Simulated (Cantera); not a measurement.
**Oxide etching and cleaning by halides: CuO + HF + H₂**

Charge: 1 mol CuO, 4.2 mol HF, 3.1 mol H₂, at 1525 K and 0.133 bar.

These are equilibrium values from Cantera (NASA tables, ideal gas, pure condensed phases), not measurements of a reactor. Candidate condensed phases: Cu, CuF₂, CuO, Cu(OH)₂, Cu₂O, H₂O; 27 gas species. Kinetics and transport are ignored.

| Item | Value |
|---|---|
| x(HF) | 0.575 |
| x(H₂) | 0.288 |
| x(H₂O) | 0.137 |
| x(Cu) | 9.33e-5 |
| x(CuF) | 5.12e-5 |
| x(H) | 3.47e-5 |
| n(Cu(l)) | 0.999 mol |
| gas amount | 7.301 mol |
| log10 activity of CuF₂(l) (absent) | -8.37 |
